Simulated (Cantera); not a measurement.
Feed: 1 mol SiC, 0.2 mol O₂, a varied amount of H₂, equilibrated at 2175 K and 0.100 bar.

Method: chemical equilibrium by Gibbs-energy minimisation in Cantera with the NASA 1993 tables (ideal gas, pure condensed phases). Candidate condensed phases: C, C₆H₆, C₇H₈, C₈H₁₈, H₂O, Si, SiC, SiO₂; 123 gas species. Gases not in the tables: Si₂H₆ and higher silanes. Kinetics and transport are ignored.

At 68 mol H₂, list the 7 most abundant gas species with their mole fractions, and the condensed phases.

H₂ 0.977, H 0.0153, CO 0.00394, SiO 0.00185, Si 0.00169, SiH 0.000246, SiH₂ 0.000152. Condensed: SiC(s).
